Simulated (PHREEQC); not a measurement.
0.036 g of hydrous ferric oxide (600 m²/g; 0.2 weak and 0.005 strong sites per Fe, Dzombak-Morel constants, diffuse double layer) in 1 kg of water with 0.005 mol/kgw of an inert sodium salt and 0.00012 mol/kgw ZnCl2, at 25 °C; the pH is set by adding NaOH or the inert anion's acid. Oxygen is held at 0.21 atm. No CO2 enters from the air. No solid was allowed to form.

The series has 13 steps of pH, from 4 to 12.

The numbers come from PHREEQC with the ion-association model, wateq4f.dat.

Q: At which pH does the surface charge pass through zero?

A: Near pH 9.9.

Along this series the solution becomes supersaturated in solids that the run did not let form, among them Zn(OH)2-e. Complexes and solids missing from the database can't appear.
